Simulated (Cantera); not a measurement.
A perfectly stirred reactor is fed with H2 : O2 : N2 = 1 : 0.455 : 1.71 (molar parts), at 300000 Pa; it is adiabatic with a 600 K inlet, and is followed from long to short residence time, starting on the burning branch (τ in s: 0.027, 0.015, 0.0085, 0.0048, 0.0027, 0.0015, 0.00084, 0.00047, 0.00026, 0.00015, 8.3e-05, 4.6e-05, 2.6e-05).

Computed with Cantera and GRI-Mech 3.0 (53 species, 325 reactions). The hydrogen kinetics of GRI-Mech 3.0 are dated; newer H2 mechanisms differ, most at raised pressure.

Q: What does this change do: pressure from 300000 Pa to 130000 Pa?

A: 
```csv
quantity,before,after
"blow-out, bracketed by the residence times tried","burning at 26.0 µs, the shortest tried","burning at 26.0 µs, the shortest tried"
x(H2) at τ = 27.0 ms,0.0408,0.0433
x(O2) at τ = 27.0 ms,0.00180,0.00281
x(H2O2) at τ = 27.0 ms,2.01e-7,1.50e-7
x(NO) at τ = 27.0 ms,0.00201,0.00214
x(N2O) at τ = 27.0 ms,1.80e-7,1.29e-7
x(H2) at τ = 0.840 ms,0.0446,0.0518
x(O2) at τ = 0.840 ms,0.00406,0.00790
x(H2O2) at τ = 0.840 ms,3.34e-7,2.51e-7
x(NO) at τ = 0.840 ms,0.000722,0.000386
x(N2O) at τ = 0.840 ms,1.53e-7,7.84e-8
```

Q: What does this change do: inlet temperature 600 to 448 K?

A: 
```csv
quantity,before,after
"blow-out, bracketed by the residence times tried","burning at 26.0 µs, the shortest tried","burning at 26.0 µs, the shortest tried"
x(H2) at τ = 27.0 ms,0.0408,0.0380
x(O2) at τ = 27.0 ms,0.00180,0.00110
x(H2O2) at τ = 27.0 ms,2.01e-7,1.38e-7
x(NO) at τ = 27.0 ms,0.00201,0.00126
x(N2O) at τ = 27.0 ms,1.80e-7,1.19e-7
x(H2) at τ = 0.840 ms,0.0446,0.0428
x(O2) at τ = 0.840 ms,0.00406,0.00365
x(H2O2) at τ = 0.840 ms,3.34e-7,3.23e-7
x(NO) at τ = 0.840 ms,0.000722,0.000384
x(N2O) at τ = 0.840 ms,1.53e-7,1.19e-7
```

Q: What does this change do: pressure from 300000 Pa to 1000000 Pa?

A: 
```csv
quantity,before,after
"blow-out, bracketed by the residence times tried","burning at 26.0 µs, the shortest tried","burning at 26.0 µs, the shortest tried"
x(H2) at τ = 27.0 ms,0.0408,0.0381
x(O2) at τ = 27.0 ms,0.00180,0.000890
x(H2O2) at τ = 27.0 ms,2.01e-7,2.83e-7
x(NO) at τ = 27.0 ms,0.00201,0.00160
x(N2O) at τ = 27.0 ms,1.80e-7,2.57e-7
x(H2) at τ = 0.840 ms,0.0446,0.0390
x(O2) at τ = 0.840 ms,0.00406,0.00153
x(H2O2) at τ = 0.840 ms,3.34e-7,4.09e-7
x(NO) at τ = 0.840 ms,0.000722,0.000975
x(N2O) at τ = 0.840 ms,1.53e-7,2.49e-7
```
